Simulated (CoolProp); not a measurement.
Fluoroethane (R161) along the isobar 5 MPa: Z from the reference equation and from simpler models built on Tc = 102.1 °C, pc = 5.010 MPa, ω = 0.216; each cubic takes its own stable root.

The numbers come from the reference Helmholtz-energy equation of state, Wu 2012 in CoolProp.

| T (°C) | phase | reference | van der Waals | Redlich-Kwong | Soave-Redlich-Kwong | Peng-Robinson |
|---|---|---|---|---|---|---|
| -94.95 | liquid | 0.1807 | 0.3124 | 0.2115 | 0.2089 | 0.1859 |
| -75.55 | liquid | 0.1675 | 0.2891 | 0.1966 | 0.1934 | 0.1719 |
| -56.15 | liquid | 0.1570 | 0.2707 | 0.1851 | 0.1815 | 0.1611 |
| -36.75 | liquid | 0.1487 | 0.2564 | 0.1766 | 0.1724 | 0.1528 |
| -17.35 | liquid | 0.1422 | 0.2453 | 0.1704 | 0.1658 | 0.1468 |
| 2.15 | liquid | 0.1373 | 0.2371 | 0.1666 | 0.1615 | 0.1429 |
| 21.55 | liquid | 0.1343 | 0.2318 | 0.1651 | 0.1597 | 0.1412 |
| 40.95 | liquid | 0.1332 | 0.2298 | 0.1666 | 0.1608 | 0.1422 |
| 60.35 | liquid | 0.1348 | 0.2323 | 0.1723 | 0.1663 | 0.1472 |
| 79.75 | liquid | 0.1411 | 0.2430 | 0.1864 | 0.1804 | 0.1604 |
| 99.15 | liquid | 0.1694 | 0.2910 | 0.2402 | 0.2356 | 0.2129 |
| 118.65 | gas | 0.5967 | 0.6110 | 0.5984 | 0.6140 | 0.5852 |
| 138.05 | gas | 0.6928 | 0.6891 | 0.6864 | 0.7074 | 0.6793 |
| 157.45 | gas | 0.7525 | 0.7402 | 0.7434 | 0.7677 | 0.7406 |
| 176.85 | gas | 0.7951 | 0.7780 | 0.7851 | 0.8117 | 0.7856 |
